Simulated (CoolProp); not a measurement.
Properties of p-xylene along the isobar 8.49 MPa (Tc = 616.2 K, pc = 3.532 MPa, ω = 0.324).

Values from CoolProp's reference Helmholtz-energy equation of state, Zhou 2012.

```
T (K)          phase  density (kg/m³)  cv (kJ/(kg K))  expansivity (1/kK)  Prandtl number  fugacity coefficient
-----  -------------  ---------------  --------------  ------------------  --------------  --------------------
486.9         liquid            693.4           1.917               1.489            3.82               0.07478
499           liquid            680.7           1.953               1.563            3.68               0.09039
511.1         liquid            667.6           1.989               1.647            3.53                0.1079
523.2         liquid            654.1           2.025               1.742            3.40                0.1273
535.3         liquid            640.0           2.060               1.851            3.27                0.1485
547.4         liquid            625.4           2.094               1.978            3.15                0.1715
559.5         liquid            610.1           2.128               2.127            3.05                0.1963
571.6         liquid            594.0           2.162               2.304            2.95                0.2225
583.7         liquid            576.9           2.195               2.517            2.86                0.2502
595.8         liquid            558.8           2.227               2.776            2.79                0.2791
607.9         liquid            539.3           2.259               3.094            2.72                0.3090
620    supercritical            518.3           2.291               3.487            2.67                0.3396
```

Viscosity comes from a separate model (Balogun 2015). Thermal conductivity comes from a separate model (Mylona 2014).
